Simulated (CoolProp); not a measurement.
Methanol along the isobar 49.9 bar: density (kg/m³) from the reference equation and from simpler models built on Tc = 240.2 °C, pc = 82.16 bar, ω = 0.565; each cubic takes its own stable root.

Computed with CoolProp (reference Helmholtz-energy equation of state, de Reuck 1993).

```json
[
 {"T (°C)": "40.05", "phase": "liquid", "reference": "777.2"},
 {"T (°C)": "47.45", "phase": "liquid", "reference": "770.4"},
 {"T (°C)": "54.95", "phase": "liquid", "reference": "763.4"},
 {"T (°C)": "62.35", "phase": "liquid", "reference": "756.3"},
 {"T (°C)": "69.75", "phase": "liquid", "reference": "749.2"},
 {"T (°C)": "77.25", "phase": "liquid", "reference": "741.8"},
 {"T (°C)": "84.65", "phase": "liquid", "reference": "734.3"},
 {"T (°C)": "92.05", "phase": "liquid", "reference": "726.7"},
 {"T (°C)": "99.45", "phase": "liquid", "reference": "718.8"},
 {"T (°C)": "106.95", "phase": "liquid", "reference": "710.5"},
 {"T (°C)": "114.35", "phase": "liquid", "reference": "702.1"},
 {"T (°C)": "121.75", "phase": "liquid", "reference": "693.3"},
 {"T (°C)": "129.15", "phase": "liquid", "reference": "684.1"},
 {"T (°C)": "136.65", "phase": "liquid", "reference": "674.3"}
]
```

Problem. How far does each simpler model (van der Waals, Redlich-Kwong, Soave-Redlich-Kwong, Peng-Robinson) lie from the reference over these 14 states: mean and median of the absolute difference, and the worst?

Solution. 
- van der Waals: mean 51.2 %, median 51.1 %, worst -51.8 % at 136.65 °C and 49.9 bar
- Redlich-Kwong: mean 29.7 %, median 29.6 %, worst -31.9 % at 136.65 °C and 49.9 bar
- Soave-Redlich-Kwong: mean 23.9 %, median 23.7 %, worst -25.3 % at 136.65 °C and 49.9 bar
- Peng-Robinson: mean 14.1 %, median 13.9 %, worst -15.4 % at 136.65 °C and 49.9 bar
